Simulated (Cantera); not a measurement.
A Cantera script and its output.

```python
import numpy as np
import cantera as ct

gas = ct.Solution("gri30.yaml")
gas.TPX = 1475, 140000, {'C3H8': 1, 'H2': 1.8}
inlet = ct.Reservoir(gas, clone=True)

reactor = ct.IdealGasConstPressureReactor(gas, energy="off", clone=False)
exhaust = ct.Reservoir(gas, clone=True)
tau = [20, 5.1, 1.3, 0.35, 0.091, 0.024, 0.0062, 0.0016][0]
for a, b in ((inlet, reactor), (reactor, exhaust)):
    ct.MassFlowController(a, b, mdot=lambda t: reactor.mass / tau)
net = ct.ReactorNet([reactor])
show = ['C3H8', 'H2', 'C2H6', 'C2H4', 'C2H', 'CH3', 'CH2']

rows = []
print(f"{'tau/s':>10s}{'T/K':>9s}" + "".join(f"{s:>11s}" for s in show))
for tau in [20, 5.1, 1.3, 0.35, 0.091, 0.024, 0.0062, 0.0016]:
    net.initial_time = 0.0
    net.advance(30 * tau)
    before = gas.X
    net.advance(40 * tau)
    drift = np.max(np.abs(gas.X - before) / (gas.X + 1e-9))
    rows.append([gas.T, *gas[show].X, drift])
    print(f"{tau:10.3e}{gas.T:9.1f}" + "".join(f"{x:11.3e}" for x in gas[show].X))
```

It prints:

```
     tau/s      T/K       C3H8         H2       C2H6       C2H4        C2H        CH3        CH2
 2.000e+01   1475.0  4.425e-06  5.419e-01  3.652e-04  4.561e-02  4.092e-09  7.695e-05  9.521e-10
 5.100e+00   1475.0  1.297e-05  5.477e-01  3.860e-04  4.677e-02  4.401e-09  7.958e-05  1.051e-09
 1.300e+00   1475.0  4.282e-05  5.605e-01  4.460e-04  4.969e-02  5.317e-09  8.786e-05  1.380e-09
 3.500e-01   1475.0  1.318e-04  5.746e-01  5.683e-04  5.452e-02  7.206e-09  1.077e-04  2.255e-09
 9.100e-02   1475.0  4.019e-04  5.804e-01  8.012e-04  6.236e-02  1.033e-08  1.508e-04  4.540e-09
 2.400e-02   1475.0  1.190e-03  5.742e-01  1.246e-03  7.729e-02  1.425e-08  2.333e-04  1.023e-08
 6.200e-03   1475.0  3.596e-03  5.580e-01  2.153e-03  1.072e-01  1.749e-08  3.888e-04  2.481e-08
 1.600e-03   1475.0  1.109e-02  5.376e-01  3.985e-03  1.531e-01  1.658e-08  6.796e-04  6.241e-08
```

Detailed kinetics in Cantera: GRI-Mech 3.0 (53 species, 325 reactions). GRI-Mech 3.0 was tuned for natural gas; its chemistry of propane as a main component is partial and can be far from experiment. GRI-Mech 3.0 stops at C3 and has no aromatics, soot or wall deposition, so with more carbon than oxygen in the feed, carbon stays in small species such as C2H2 where larger ones or solid carbon would form.
